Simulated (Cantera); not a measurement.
Mixture: 4.51 % C₃H₈, 17.4 % O₂, 78.1 % N₂, equivalence ratio 1.3, at 28.6 atm, adiabatic and at constant pressure. Ignition delay is the time to a rise of 400 K.

Model: GRI-Mech 3.0 (53 species, 325 reactions), integrated in Cantera. GRI-Mech 3.0 was tuned for natural gas; its chemistry of propane as a main component is partial and can be far from experiment. The pressure lies above the range GRI-Mech 3.0 was tuned for (to about 10 atm).

Question: Predict: delay at 1098 K; delay at 1173 K; delay at 1248 K; delay at 1323 K; delay at 1398 K; delay at 1473 K; apparent activation energy between 1323 and 1473 K.

Answer: 
| Property | Result |
|---|---|
| delay at 1098 K | 4.75 ms |
| delay at 1173 K | 1.32 ms |
| delay at 1248 K | 0.387 ms |
| delay at 1323 K | 0.121 ms |
| delay at 1398 K | 42.1 µs |
| delay at 1473 K | 16.6 µs |
| apparent activation energy between 1323 and 1473 K | 210 kJ/mol |
